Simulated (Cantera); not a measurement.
# Adiabatic ignition

An adiabatic, constant-pressure homogeneous reactor starts with CH4 : H2 : O2 : N2 = 1 : 0.14 : 1.72 : 6.49 (molar parts), at 1000 K and 350000 Pa.

Cantera simulation using GRI-Mech 3.0 (53 species, 325 reactions); the numbers are that mechanism's predictions, not measurements.

```csv
t (s),T (K),x CH4,x H2,x O2,x NO,x NO2
5.00e-6,1000,0.107,0.0150,0.184,<1e-12,<1e-12
1.21e-5,1000,0.107,0.0150,0.184,<1e-12,<1e-12
2.94e-5,1000,0.107,0.0150,0.184,<1e-12,<1e-12
7.13e-5,1000,0.107,0.0150,0.184,<1e-12,<1e-12
0.000173,1000,0.107,0.0150,0.184,<1e-12,<1e-12
0.000419,1000,0.107,0.0150,0.184,<1e-12,<1e-12
0.00102,1000,0.107,0.0150,0.184,<1e-12,<1e-12
0.00246,1000,0.107,0.0150,0.184,<1e-12,<1e-12
0.00597,1000,0.107,0.0150,0.184,<1e-12,<1e-12
0.0145,1004,0.106,0.0148,0.183,<1e-12,<1e-12
0.0351,2605,<1e-12,0.0275,0.00127,0.00143,1.66e-7
0.0851,2602,<1e-12,0.0277,0.00122,0.00193,2.20e-7
0.206,2602,<1e-12,0.0277,0.00122,0.00193,2.20e-7
0.500,2602,<1e-12,0.0277,0.00122,0.00193,2.20e-7
```
x: mole fraction; the columns are a selection and need not sum to one.

time of steepest temperature rise: 32.3 ms
temperature at 0.500 s: 2602 K
equilibrium temperature: 2602 K
x(CH4) at 0.500 s: <1e-12 (gas-phase equilibrium <1e-12)
x(H2) at 0.500 s: 0.0277 (gas-phase equilibrium 0.0277)
x(O2) at 0.500 s: 0.00122 (gas-phase equilibrium 0.00122)
